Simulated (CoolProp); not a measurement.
A closed Brayton cycle with carbon dioxide: compressor inlet 311.15 K and 8.7 MPa, high pressure 16 MPa, turbine inlet 875 K, compressor efficiency 0.8, turbine efficiency 0.9, recuperator effectiveness 0.9 (on enthalpy, no pinch check). Each further row changes one setting.

Values from CoolProp's reference Helmholtz-energy equation of state, Span 1996.

```json
[
 {"case": "as stated", "thermal efficiency (%)": "29.0", "net work (kJ/kg)": "71.7", "compressor to turbine work": "0.18", "compressor exit (K)": "336.9", "turbine exit (K)": "798.4"},
 {"case": "turbine inlet 825 K", "thermal efficiency (%)": "28.0", "net work (kJ/kg)": "(withheld)", "compressor to turbine work": "0.20", "compressor exit (K)": "336.9", "turbine exit (K)": "751.2"},
 {"case": "compressor inlet 321.15 K", "thermal efficiency (%)": "(withheld)", "net work (kJ/kg)": "(withheld)", "compressor to turbine work": "0.31", "compressor exit (K)": "(withheld)", "turbine exit (K)": "798.4"},
 {"case": "high pressure 13.6 MPa", "thermal efficiency (%)": "(withheld)", "net work (kJ/kg)": "54.1", "compressor to turbine work": "0.17", "compressor exit (K)": "(withheld)", "turbine exit (K)": "(withheld)"},
 {"case": "recuperator effectiveness 0.5", "thermal efficiency (%)": "(withheld)", "net work (kJ/kg)": "71.7", "compressor to turbine work": "0.18", "compressor exit (K)": "336.9", "turbine exit (K)": "798.4"}
]
```

Q: Complete the blanks.

A: 
- turbine inlet 825 K, net work (kJ/kg): 66.3
- compressor inlet 321.15 K, thermal efficiency (%): 29.8
- compressor inlet 321.15 K, net work (kJ/kg): 60.8
- compressor inlet 321.15 K, compressor exit (K): 367.7
- high pressure 13.6 MPa, thermal efficiency (%): 24.8
- high pressure 13.6 MPa, compressor exit (K): 329.9
- high pressure 13.6 MPa, turbine exit (K): 818.5
- recuperator effectiveness 0.5, thermal efficiency (%): 15.2
